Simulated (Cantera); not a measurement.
## Ignition delay

Mixture: CH₄ : O₂ : N₂ : CO₂ = 1 : 4 : 15 : 0.036 (molar parts), at 5.00 bar, adiabatic and at constant volume. Ignition delay is the time to a rise of 400 K.

Detailed kinetics in Cantera: GRI-Mech 3.0 (53 species, 325 reactions).

| T0 (K) | delay (ms) |
|---|---|
| 1125 | 19.2 |
| 1225 | 5.02 |
| 1325 | 1.51 |
| 1425 | 0.513 |
| 1525 | 0.196 |
| 1625 | 0.0845 |

```yaml
apparent activation energy between 1425 and 1625 K: 170 kJ/mol
```
